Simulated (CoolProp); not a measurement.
Vapour-liquid equilibrium of R125 (1) + dimethyl ether (2) at 184 K; x and y are mole fractions of (1).

Model: multi-fluid Helmholtz-energy mixture model, Lemmon 2005 and Wu 2011; pair parameters Bell 2016, in CoolProp.

```json
[
 {"x": "0.05", "bubble pressure (bar)": "0.01953", "y at the bubble point": "0.081", "dew pressure at overall composition x (bar)": "0.01928", "liquid density (mol/L)": "…"},
 {"x": "0.2", "bubble pressure (bar)": "0.02214", "y at the bubble point": "0.333", "dew pressure at overall composition x (bar)": "…", "liquid density (mol/L)": "…"},
 {"x": "0.35", "bubble pressure (bar)": "0.02664", "y at the bubble point": "0.580", "dew pressure at overall composition x (bar)": "0.02237", "liquid density (mol/L)": "…"},
 {"x": "0.5", "bubble pressure (bar)": "0.03413", "y at the bubble point": "0.780", "dew pressure at overall composition x (bar)": "0.02486", "liquid density (mol/L)": "15.72"},
 {"x": "0.65", "bubble pressure (bar)": "0.04530", "y at the bubble point": "0.908", "dew pressure at overall composition x (bar)": "0.02864", "liquid density (mol/L)": "15.14"},
 {"x": "0.8", "bubble pressure (bar)": "…", "y at the bubble point": "0.972", "dew pressure at overall composition x (bar)": "…", "liquid density (mol/L)": "14.56"},
 {"x": "0.95", "bubble pressure (bar)": "0.07393", "y at the bubble point": "…", "dew pressure at overall composition x (bar)": "0.05297", "liquid density (mol/L)": "13.97"}
]
```

Question: What belongs in the gaps?

Answer: 
- 0.05, liquid density (mol/L): 17.55
- 0.2, dew pressure at overall composition x (bar): 0.02060
- 0.2, liquid density (mol/L): 16.92
- 0.35, liquid density (mol/L): 16.32
- 0.8, bubble pressure (bar): 0.05953
- 0.8, dew pressure at overall composition x (bar): 0.03529
- 0.95, y at the bubble point: 0.997

No azeotrope shows between x = 0.05 and 0.95.

Pair parameters are fitted to limited data, so mixtures are less certain than the pure fluids.
